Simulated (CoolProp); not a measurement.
Vapour-liquid equilibrium of isobutane (1) + isobutene (2) at 38.15 °C; x and y are mole fractions of (1).

The numbers come from the multi-fluid Helmholtz-energy mixture model, Bücker 2006 and Lemmon 2005; pair parameters Bell 2016 in CoolProp.

```csv
x,bubble pressure (bar),y at the bubble point,dew pressure at overall composition x (bar),liquid density (mol/L)
0.05,[?],0.058,4.498,10.13
0.2,4.624,0.223,4.608,9.965
0.35,4.730,0.378,4.712,9.806
0.5,[?],[?],4.808,9.653
0.65,4.906,0.671,4.895,9.505
0.8,4.978,[?],4.972,9.363
0.95,5.040,0.953,5.039,9.226
```

### Question
Some entries are withheld; supply them.

### Answer

- 0.05, bubble pressure (bar): 4.504
- 0.5, bubble pressure (bar): 4.824
- 0.5, y at the bubble point: 0.527
- 0.8, y at the bubble point: 0.812

No azeotrope shows between x = 0.05 and 0.95.

Pair parameters are fitted to limited data, so mixtures are less certain than the pure fluids.
